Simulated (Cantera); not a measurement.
A Cantera script and its output.

```python
import numpy as np
import cantera as ct

gas = ct.Solution("gri30.yaml")
gas.TPX = 1700, 25000, {'CH4': 0.049, 'H2': 1, 'N2': 0.00049}
inlet = ct.Reservoir(gas, clone=True)

reactor = ct.IdealGasConstPressureReactor(gas, energy="off", clone=False)
exhaust = ct.Reservoir(gas, clone=True)
tau = [10, 1.6, 0.26, 0.042, 0.0068, 0.0011, 0.00018][0]
for a, b in ((inlet, reactor), (reactor, exhaust)):
    ct.MassFlowController(a, b, mdot=lambda t: reactor.mass / tau)
net = ct.ReactorNet([reactor])
show = ['CH4', 'H2', 'C2H', 'H', 'C2H6', 'HCN', 'CH2']

rows = []
print(f"{'tau/s':>10s}{'T/K':>9s}" + "".join(f"{s:>11s}" for s in show))
for tau in [10, 1.6, 0.26, 0.042, 0.0068, 0.0011, 0.00018]:
    net.initial_time = 0.0
    net.advance(30 * tau)
    before = gas.X
    net.advance(40 * tau)
    drift = np.max(np.abs(gas.X - before) / (gas.X + 1e-9))
    rows.append([gas.T, *gas[show].X, drift])
    print(f"{tau:10.3e}{gas.T:9.1f}" + "".join(f"{x:11.3e}" for x in gas[show].X))
```

Result:

```
     tau/s      T/K        CH4         H2        C2H          H       C2H6        HCN        CH2
 1.000e+01   1700.0  7.294e-03  9.731e-01  3.087e-08  2.898e-04  2.578e-07  7.950e-10  1.341e-08
 1.600e+00   1700.0  1.432e-02  9.694e-01  2.488e-08  2.837e-04  8.144e-07  2.299e-10  2.505e-08
 2.600e-01   1700.0  2.735e-02  9.626e-01  1.431e-08  2.739e-04  2.730e-06  6.597e-11  4.431e-08
 4.200e-02   1700.0  4.017e-02  9.559e-01  4.435e-09  2.630e-04  5.555e-06  1.429e-11  5.984e-08
 6.800e-03   1700.0  4.534e-02  9.532e-01  6.280e-10  2.426e-04  6.232e-06  2.069e-12  5.770e-08
 1.100e-03   1700.0  4.645e-02  9.527e-01  1.296e-11  1.590e-04  3.147e-06  9.484e-14  2.590e-08
 1.800e-04   1700.0  4.665e-02  9.528e-01  2.563e-15  3.918e-05  1.695e-07  2.453e-16  1.616e-09
```

Model: GRI-Mech 3.0 (53 species, 325 reactions), integrated in Cantera. GRI-Mech 3.0 stops at C3 and has no aromatics, soot or wall deposition, so with more carbon than oxygen in the feed, carbon stays in small species such as C2H2 where larger ones or solid carbon would form.
